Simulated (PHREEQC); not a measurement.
Consider water at 20 °C with 7.5 mmol/kgw HF and 2.8 mmol/kgw NH4F. Closed to the air; pH follows from the charge balance.

The numbers come from PHREEQC with the ion-association model, wateq4f.dat.

Precipitation was switched off in this run.

Problem. Order these F species by the share of F that they hold, largest first: F-, H2F2, HF2-, HF.

Solution. HF (58 %), F- (38 %), H2F2 (2.1 %), HF2- (1.7 %)

The pH is 2.93 and the ionic strength 0.00405 mol/kgw. Complexes and solids missing from the database can't appear.
